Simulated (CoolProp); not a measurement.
Vapour-liquid equilibrium of acetone (1) + p-xylene (2) at 27.1 kPa; x and y are mole fractions of (1).

The numbers come from the multi-fluid Helmholtz-energy mixture model, Lemmon 2006 and Zhou 2012; pair parameters Bell 2016 in CoolProp.

```json
[
 {"x": "0.05", "bubble temperature, mixture model (K)": "345.4", "bubble temperature, Raoult's law (K)": "354.8", "y, mixture model": "0.590", "y, Raoult's law": "0.417"},
 {"x": "0.125", "bubble temperature, mixture model (K)": "328.3", "bubble temperature, Raoult's law (K)": "341.0", "y, mixture model": "0.815", "y, Raoult's law": "0.689"},
 {"x": "0.2", "bubble temperature, mixture model (K)": "319.6", "bubble temperature, Raoult's law (K)": "331.6", "y, mixture model": "0.885", "y, Raoult's law": "0.811"},
 {"x": "0.275", "bubble temperature, mixture model (K)": "314.3", "bubble temperature, Raoult's law (K)": "324.6", "y, mixture model": "0.917", "y, Raoult's law": "0.876"},
 {"x": "0.35", "bubble temperature, mixture model (K)": "310.7", "bubble temperature, Raoult's law (K)": "319.1", "y, mixture model": "0.935", "y, Raoult's law": "0.914"},
 {"x": "0.425", "bubble temperature, mixture model (K)": "308.0", "bubble temperature, Raoult's law (K)": "314.6", "y, mixture model": "0.947", "y, Raoult's law": "0.939"},
 {"x": "0.5", "bubble temperature, mixture model (K)": "305.9", "bubble temperature, Raoult's law (K)": "310.9", "y, mixture model": "0.956", "y, Raoult's law": "0.956"},
 {"x": "0.575", "bubble temperature, mixture model (K)": "304.1", "bubble temperature, Raoult's law (K)": "307.7", "y, mixture model": "0.964", "y, Raoult's law": "0.969"},
 {"x": "0.65", "bubble temperature, mixture model (K)": "302.4", "bubble temperature, Raoult's law (K)": "304.9", "y, mixture model": "0.970", "y, Raoult's law": "0.978"},
 {"x": "0.725", "bubble temperature, mixture model (K)": "300.9", "bubble temperature, Raoult's law (K)": "302.4", "y, mixture model": "0.976", "y, Raoult's law": "0.985"},
 {"x": "0.8", "bubble temperature, mixture model (K)": "299.4", "bubble temperature, Raoult's law (K)": "300.2", "y, mixture model": "0.983", "y, Raoult's law": "0.990"},
 {"x": "0.875", "bubble temperature, mixture model (K)": "297.8", "bubble temperature, Raoult's law (K)": "298.2", "y, mixture model": "0.989", "y, Raoult's law": "0.995"},
 {"x": "0.95", "bubble temperature, mixture model (K)": "296.3", "bubble temperature, Raoult's law (K)": "296.4", "y, mixture model": "0.995", "y, Raoult's law": "0.998"}
]
```

The largest gap from Raoult's law is -12.7 K in bubble temperature, at x = 0.125. No azeotrope shows between x = 0.05 and 0.95.

The pair parameters rest on a limited set of measurements; away from them the model extrapolates.
